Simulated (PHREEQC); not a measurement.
Solution (25 °C): 0.035 mol ZnCl2, 0.017 mol NaOH and 0.03 mol MnSO4 per kg of water. Closed to the air; pH follows from the charge balance.

Model: ion-association model, wateq4f.dat, run in PHREEQC.

| Property | Value |
|---|---|
| pH | 8.47 |
| ionic strength | 0.150 mol/kgw |
| total alkalinity | 17.0 meq/kg |

| species | molality | activity | log γ |
|---|---|---|---|
| Cl- | 0.0644 | 0.0473 | -0.134 |
| Mn+2 | 0.0215 | 0.00765 | -0.448 |
| Na+ | 0.0166 | 0.0126 | -0.120 |
| Zn+2 | 0.0159 | 0.00568 | -0.448 |
| SO4-2 | 0.0152 | 0.00493 | -0.489 |
| MnSO4 | 0.00648 | 0.00670 | 0.015 |
| ZnSO4 | 0.00634 | 0.00656 | 0.015 |
| Zn(OH)2 | 0.00598 | 0.00619 | 0.015 |

No solid was allowed to form. The solution is supersaturated, for example in Zn5(OH)8Cl2, Zn(OH)2-e, so a real one may precipitate; this is no full list.
